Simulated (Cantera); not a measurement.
Gas mixture: O2 : NO = 0.89 : 0.67 (molar parts), at 1.00 bar, frozen composition.

Cantera's kinetic-theory transport with the Lennard-Jones parameters of GRI-Mech 3.0, ideal gas; thermal conductivity in the multicomponent form. The composition is frozen, though it would react at the higher temperatures.

D: mixture-averaged diffusion coefficient of that species in the mixture.

```csv
T (K),ρ (kg/m³),cp (J/kg/K),μ (µPa s),λ (mW/m/K),Pr,D (cm²/s) NH3,D (cm²/s) C2H2,D (cm²/s) N2
400,0.936,965.0,(withheld),33.3,0.712,0.387,0.282,0.347
650,0.576,1033,(withheld),50.0,0.710,0.940,0.659,0.794
900,0.416,1090,(withheld),65.7,0.709,1.67,1.15,1.37
1150,0.326,1127,(withheld),79.7,0.708,2.54,1.73,2.06
1400,0.268,1154,(withheld),92.8,0.708,3.55,2.41,2.86
1650,0.227,1175,(withheld),105,0.708,4.68,3.17,3.76
1900,0.197,1193,(withheld),117,0.707,5.93,4.00,4.75
```

Task: Complete the blanks.

Result: 
- 400, μ (µPa s): 24.5
- 650, μ (µPa s): 34.4
- 900, μ (µPa s): 42.7
- 1150, μ (µPa s): 50.1
- 1400, μ (µPa s): 57.0
- 1650, μ (µPa s): 63.4
- 1900, μ (µPa s): 69.4
